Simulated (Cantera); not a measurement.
Feed: 1 mol CuO, 15 mol F₂, at 450 °C and 2.80e-5 bar.

Equilibrium computed with Cantera from the NASA thermochemical tables; the gas is ideal and each condensed phase is pure. Candidate condensed phases: Cu, CuF₂, CuO, Cu₂O; 13 gas species. Rates play no part.

### Question
What is the equilibrium state?

### Answer
| Quantity | Result |
|---|---|
| x(F₂) | 0.632 |
| x(F) | 0.339 |
| x(O₂) | 0.0286 |
| x(CuF₂) | 3.00e-6 |
| n(CuF₂(s)) | 1.000 mol |
| gas amount | 17.46 mol |
| log10 activity of Cu(s) (absent) | -26.12 |
